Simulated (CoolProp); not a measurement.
Vapour-liquid equilibrium of R113 (1) + acetone (2) at 7.45 °C; x and y are mole fractions of (1).

The numbers come from the multi-fluid Helmholtz-energy mixture model, Marx 1992 and Lemmon 2006; pair parameters Bell 2016 in CoolProp.

```tsv
x	bubble pressure (MPa)	y at the bubble point	dew pressure at overall composition x (MPa)	liquid density (mol/L)
0.05	0.01590	0.182	0.01420	13.44
0.15	0.01915	0.378	0.01546	12.70
0.25	0.02120	0.481	0.01693	12.02
0.35	0.02246	0.547	0.01864	11.41
0.45	0.02325	0.594	0.02057	10.85
0.55	0.02372	0.635	0.02252	10.34
0.65	0.02396	0.676	0.02384	9.879
0.75	0.02395	0.725	0.02385	9.459
0.85	0.02355	0.795	0.02303	9.075
0.95	0.02240	0.909	0.02193	8.726
```

y crosses x between x = 0.65 and 0.75: the model has an azeotrope there.

The pair parameters rest on a limited set of measurements; away from them the model extrapolates.
